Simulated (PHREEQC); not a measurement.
**Brackish or sea water: speciation**

Model water analysis in mg/kgw, 25 °C, pH 6.36, pe 12.9:

```
constituent         mg/kgw
------------------  ------
Na                    4960
K                       73
Ca                     937
Mg                     385
Cl                   18700
S(6) as SO4            420
Alkalinity as HCO3    17.6
Cd                    30.2
```

Valence states are taken as typed.

The numbers come from PHREEQC with the ion-association model, wateq4f.dat.

This is a speciation only: nothing precipitates in the calculation.

**Question.** What activity of water, charge-balance error does the model give?

**Answer.** activity of water 0.987; charge-balance error -29.0 %.

**Question.** In which forms is C present?

**Answer.** HCO3- 55 %, CO2 34 %, CaHCO3+ 4.2 %, MgHCO3+ 3.1 %, NaHCO3 3.0 % of the C.
